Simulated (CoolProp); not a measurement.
Model: reference Helmholtz-energy equation of state, Colonna 2008, in CoolProp. It is a short technical equation, of lower accuracy than the large ones.

Q: For dodecamethylcyclohexasiloxane (D6), give the phase and the cp (kJ/(kg K)), cv (kJ/(kg K)), expansivity (1/kK), fugacity coefficient at 346.85 °C and 0.873 MPa.

A: 
- 346.85 °C and 0.873 MPa: liquid; cp 2.38, cv 1.98, expansivity 6.64, fugacity coefficient 0.542
